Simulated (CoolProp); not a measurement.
Properties of ethylene along the isobar 51.2 kPa (Tc = 9.2 °C, pc = 5042 kPa, ω = 0.087).

Values from CoolProp's reference Helmholtz-energy equation of state, Smukala 2000.

```tsv
T (°C)	phase	Z	cp (kJ/(kg K))	cv (kJ/(kg K))	isothermal compressibility (1/MPa)	expansivity (1/kK)
-67.25	gas	0.9911	1.288	0.9811	19.71	4.991
-32.35	gas	0.9944	1.362	1.058	19.64	4.223
2.55	gas	0.9963	1.460	1.159	19.60	3.668
37.35	gas	0.9974	1.574	1.275	19.58	3.247
72.25	gas	0.9982	1.696	1.398	19.57	2.912
107.15	gas	0.9987	1.821	1.523	19.56	2.641
141.95	gas	0.9990	1.944	1.646	19.55	2.418
176.85	gas	0.9993	2.064	1.766	19.55	2.228
```
